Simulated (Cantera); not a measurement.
## Stirred combustor or abatement burner

A perfectly stirred reactor is fed with C₃H₈ : O₂ : N₂ = 1 : 7.58 : 56.8 (molar parts), equivalence ratio 0.66, at 42000 Pa; it is adiabatic with a 800 K inlet, and is followed from long to short residence time, starting on the burning branch (τ in s: 0.092, 0.042, 0.019, 0.009, 0.0041, 0.0019, 0.00087, 0.0004, 0.00019, 8.5e-05).

Detailed kinetics in Cantera: GRI-Mech 3.0 (53 species, 325 reactions). GRI-Mech 3.0 was tuned for natural gas; its chemistry of propane as a main component is partial and can be far from experiment.

| τ (s) | T (K) | x C₃H₈ | x O₂ | x CH₂O | x C₂H₂ | x NO |
|---|---|---|---|---|---|---|
| 0.092 | 1646 | 1.34e-6 | 0.0391 | 1.02e-6 | 8.59e-7 | 1.10e-5 |
| 0.042 | 1635 | 2.15e-6 | 0.0393 | 1.75e-6 | 1.06e-6 | 1.01e-5 |
| 0.019 | 1619 | 3.48e-6 | 0.0397 | 3.02e-6 | 1.33e-6 | 9.68e-6 |
| 0.0090 | 1597 | 5.62e-6 | 0.0403 | 5.12e-6 | 1.73e-6 | 9.29e-6 |
| 0.0041 | 1567 | 9.86e-6 | 0.0413 | 9.24e-6 | 2.46e-6 | 8.26e-6 |
| 0.0019 | 1529 | 1.88e-5 | 0.0430 | 1.76e-5 | 3.94e-6 | 6.36e-6 |
| 0.00087 | 1479 | 4.38e-5 | 0.0462 | 3.83e-5 | 8.19e-6 | 3.82e-6 |
| 0.00040 | 800 | 0.0153 | 0.116 | <1e-12 | <1e-12 | <1e-12 |
| 0.00019 | 800 | 0.0153 | 0.116 | <1e-12 | <1e-12 | <1e-12 |
| 8.5e-5 | 800 | 0.0153 | 0.116 | <1e-12 | <1e-12 | <1e-12 |
x: mole fraction; the columns are a selection and need not sum to one.
